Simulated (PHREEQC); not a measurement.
Solution (25 °C): 0.0041 mol KH2PO4 and 0.059 mol NaF per kg of water. Closed to the air; pH follows from the charge balance.

Equilibrium calculation in PHREEQC: ion-association model, wateq4f.dat.

Problem. The ionic strength comes out as 0.0621 mol/kgw. What activity coefficients do H+, HF2-, HPO4-2, Na+, F- get?

Solution. H+ 0.85, HF2- 0.80, HPO4-2 0.44, Na+ 0.81, F- 0.80.

This is a speciation only: nothing precipitates in the calculation. Complexes and solids missing from the database can't appear. H3PO4, which wateq4f.dat lacks, is added to it with the constant of phreeqc.dat.
